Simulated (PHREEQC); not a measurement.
Dissolve 0.17 mol/kgw Ni(NO3)2, 0.0024 mol/kgw KCl and 0.00054 mol/kgw H2SO4 at 45 °C. Closed to the air; pH follows from the charge balance.

Model: ion-association model, wateq4f.dat, run in PHREEQC.

Question: The ionic strength comes out as 0.512 mol/kgw. What activity coefficients do NiCl+, HSO4-, H+, Ni+2, NO3- get?

Answer: NiCl+ 0.73, HSO4- 0.66, H+ 0.76, Ni+2 0.28, NO3- 0.60.

Precipitation was switched off in this run. At this temperature some constants are extrapolated from 25 °C, and those without enthalpy data are left unchanged.
